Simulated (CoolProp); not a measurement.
A closed Brayton cycle with carbon dioxide: compressor inlet 317.15 K and 9.6 MPa, high pressure 27.5 MPa, turbine inlet 635 K, compressor efficiency 0.8, turbine efficiency 0.85, recuperator effectiveness 0 (on enthalpy, no pinch check). Each further row changes one setting.

Values from CoolProp's reference Helmholtz-energy equation of state, Span 1996.

```
case                           thermal efficiency (%)  net work (kJ/kg)  compressor to turbine work  compressor exit (K)  turbine exit (K)
-----------------------------  ----------------------  ----------------  --------------------------  -------------------  ----------------
as stated                                  (withheld)              54.7                        0.42                371.9             530.0
turbine inlet 585 K                              13.2        (withheld)                        0.47                371.9             483.6
compressor inlet 327.15 K                  (withheld)              40.4                  (withheld)                407.9             530.0
high pressure 23.4 MPa                           12.1        (withheld)                  (withheld)                362.9        (withheld)
recuperator effectiveness 0.5              (withheld)              54.7                        0.42                371.9             530.0
```

### Question
What belongs in the gaps?

### Answer

- as stated, thermal efficiency (%): 13.7
- turbine inlet 585 K, net work (kJ/kg): 44.3
- compressor inlet 327.15 K, thermal efficiency (%): 12.4
- compressor inlet 327.15 K, compressor to turbine work: 0.57
- high pressure 23.4 MPa, net work (kJ/kg): 50.0
- high pressure 23.4 MPa, compressor to turbine work: 0.38
- high pressure 23.4 MPa, turbine exit (K): 545.9
- recuperator effectiveness 0.5, thermal efficiency (%): 18.1
